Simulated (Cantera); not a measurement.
A perfectly stirred reactor is fed with 8.33 % NH3, 91.7 % N2, at 0.132 atm; it is held at 2048 K, and followed from long to short residence time.

Cantera simulation using the gas-phase N/H chemistry of the illustrative SiF4/NH3 mechanism in the Surface Chemkin manual (1991); the numbers are that mechanism's predictions, not measurements. Walls and surfaces, which speed up NH3 decomposition in real reactors, are not modelled.

One state of this run: x NH3 = 0.0771; x NH2 = 0.000440; x N2 = 0.914; x N2H4 = 8.18e-9; x H = 1.79e-5; x N = 3.81e-7; x H2 = 0.00822. x: mole fraction; the columns are a selection and need not sum to one.

Problem. Which value of τ (s) does it belong to?
A) 0.40
B) 0.037
C) 0.011
D) 0.0035

Solution. C, 0.011
